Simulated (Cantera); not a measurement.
Mixture: 38.0 % H2, 11.2 % O2, 42.1 % N2, 8.73 % H2O, equivalence ratio 1.7, at 4.20 bar, adiabatic and at constant volume. Ignition delay is the time to a rise of 400 K.

Detailed kinetics in Cantera: GRI-Mech 3.0 (53 species, 325 reactions). The hydrogen kinetics of GRI-Mech 3.0 are dated; newer H2 mechanisms differ, most at raised pressure.

Q: At T0 = 1325 K, what is the delay, and which 7 reactions control it most (d ln τ / d ln k, from doubling and halving each rate constant)?

A: The delay is 9.26 µs.
```json
[
 {"reaction": "H + O2 <=> O + OH", "d ln τ / d ln k": "-1.29", "faster rate": "shortens it"},
 {"reaction": "H + O2 + H2O <=> HO2 + H2O", "d ln τ / d ln k": "0.32", "faster rate": "lengthens it"},
 {"reaction": "H + O2 + M <=> HO2 + M", "d ln τ / d ln k": "0.16", "faster rate": "lengthens it"},
 {"reaction": "H2 + O <=> H + OH", "d ln τ / d ln k": "-0.12", "faster rate": "shortens it"},
 {"reaction": "H + O2 + N2 <=> HO2 + N2", "d ln τ / d ln k": "0.10", "faster rate": "lengthens it"},
 {"reaction": "H + HO2 <=> 2 OH", "d ln τ / d ln k": "-0.07", "faster rate": "shortens it"},
 {"reaction": "H2 + OH <=> H + H2O", "d ln τ / d ln k": "-0.06", "faster rate": "shortens it"}
]
```
